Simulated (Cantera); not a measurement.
## Boron, boron nitride and boron oxide: B₂O₃ + H₂ + H₂O

Charge: 1 mol B₂O₃, 8.3 mol H₂, 2.7 mol H₂O, at 0.133 bar.

Method: chemical equilibrium by Gibbs-energy minimisation in Cantera with the NASA 1993 tables (ideal gas, pure condensed phases). Candidate condensed phases: B, B₂O₃, B₃O₃H₃, H₂O; 23 gas species. Gases not in the tables: H₃BO₃. Rates play no part.

```json
[
 {"T (K)": "1525", "log p H₂": "-1.01", "log p H₂O": "-1.53", "log p HBO₂": "-2.29", "log p B₂O₃": "-4.45", "log p H": "-5.13", "n B₂O₃(l)": "0.776"},
 {"T (K)": "1625", "log p H₂": "-1.02", "log p H₂O": "-1.59", "log p HBO₂": "-1.97", "log p B₂O₃": "-3.64", "log p H": "-4.66", "n B₂O₃(l)": "0.512"},
 {"T (K)": "1725", "log p H₂": "-1.04", "log p H₂O": "-1.69", "log p HBO₂": "-1.71", "log p B₂O₃": "-2.94", "log p H": "-4.25", "n B₂O₃(l)": "0.0212"},
 {"T (K)": "1825", "log p H₂": "-1.04", "log p H₂O": "-1.69", "log p HBO₂": "-1.72", "log p B₂O₃": "-2.86", "log p H": "-3.87", "n B₂O₃(l)": "0"},
 {"T (K)": "1925", "log p H₂": "-1.04", "log p H₂O": "-1.68", "log p HBO₂": "-1.73", "log p B₂O₃": "-2.81", "log p H": "-3.54", "n B₂O₃(l)": "0"},
 {"T (K)": "2025", "log p H₂": "-1.04", "log p H₂O": "-1.68", "log p HBO₂": "-1.74", "log p B₂O₃": "-2.77", "log p H": "-3.24", "n B₂O₃(l)": "0"},
 {"T (K)": "2125", "log p H₂": "-1.04", "log p H₂O": "-1.67", "log p HBO₂": "-1.75", "log p B₂O₃": "-2.74", "log p H": "-2.96", "n B₂O₃(l)": "0"},
 {"T (K)": "2225", "log p H₂": "-1.05", "log p H₂O": "-1.67", "log p HBO₂": "-1.77", "log p B₂O₃": "-2.71", "log p H": "-2.71", "n B₂O₃(l)": "0"}
]
```
log p: log10 of the partial pressure in bar; n: condensed amount in mol.

From 1525 K to 1725 K the condensed part is B₂O₃(l). From 1825 K to 2225 K nothing is condensed.
